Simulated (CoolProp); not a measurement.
Vapour-liquid equilibrium of R142b (1) + R113 (2) at 614 kPa; x and y are mole fractions of (1).

Values from CoolProp's multi-fluid Helmholtz-energy mixture model, Lemmon 2006 and Marx 1992; pair parameters Bell 2016.

| x | bubble temperature, mixture model (K) | bubble temperature, Raoult's law (K) | y, mixture model | y, Raoult's law |
|---|---|---|---|---|
| 0.05 | 380.5 | 380.8 | 0.177 | 0.195 |
| 0.15 | 367.3 | 368.3 | 0.433 | 0.461 |
| 0.25 | 356.9 | 358.4 | 0.598 | 0.629 |
| 0.35 | 348.6 | 350.3 | 0.709 | 0.740 |
| 0.45 | 342.0 | 343.5 | 0.786 | 0.818 |
| 0.55 | 336.5 | 337.7 | 0.843 | 0.874 |
| 0.65 | 331.9 | 332.6 | 0.888 | 0.916 |
| 0.75 | 327.8 | 328.2 | 0.925 | 0.948 |
| 0.85 | 324.2 | 324.3 | 0.957 | 0.972 |
| 0.95 | 320.7 | 320.7 | 0.986 | 0.992 |

The largest gap from Raoult's law is -1.7 K in bubble temperature, at x = 0.35. No azeotrope shows between x = 0.05 and 0.95.

The pair parameters rest on a limited set of measurements; away from them the model extrapolates.
